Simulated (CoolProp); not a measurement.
Vapour-liquid equilibrium of cyclohexane (1) + ethylbenzene (2) at 417.7 K; x and y are mole fractions of (1).

Computed with CoolProp (multi-fluid Helmholtz-energy mixture model, Zhou 2014 and Zhou 2012; pair parameters Bell 2016).

**Question.** Give the bubble pressure and the first vapour's composition at x = 0.05, 0.55, 0.75. Is there an azeotrope?

**Answer.** x = 0.05: 1.477 bar, y = 0.180; x = 0.55: 3.434 bar, y = 0.809; x = 0.75: 4.110 bar, y = 0.902. No azeotrope shows between x = 0.05 and 0.95.

The pair parameters rest on a limited set of measurements; away from them the model extrapolates.
